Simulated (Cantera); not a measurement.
Input: 1 mol B2O3, 5.9 mol H2O, at 1423.15 K and 1.90 mbar.

Equilibrium computed with Cantera from the NASA thermochemical tables; the gas is ideal and each condensed phase is pure. Candidate condensed phases: B, B2O3, B3O3H3, H2O; 23 gas species. Gases not in the tables: H3BO3. The numbers say what is thermodynamically allowed, not how fast it happens.

Base state: H2O 0.760, HBO2 0.236, B2O3 0.00217, H2 0.000653, O2 0.000293, (HBO2)3 0.000164, OH 9.87e-5, BO2 3.81e-5 (mole fractions); condensed: B2O3(l).

Problem. What changes in the equilibrium state with this change: temperature from 1423.15 K to 2423 K?

Solution. 
```
species         before    after
------------  --------  -------
H2O              0.760    0.333
H              3.90e-6    0.148
HBO2             0.236    0.146
H2            0.000653    0.133
BO             1.17e-8   0.0124
O              5.30e-7   0.0523
BO2            3.81e-5   0.0371
OH             9.87e-5   0.0703
O2            0.000293   0.0542
B2O3           0.00217   0.0117
(HBO2)3       0.000164    <1e-9
HBO            6.69e-8  0.00109
B2O3(l), mol     0.192        0
```
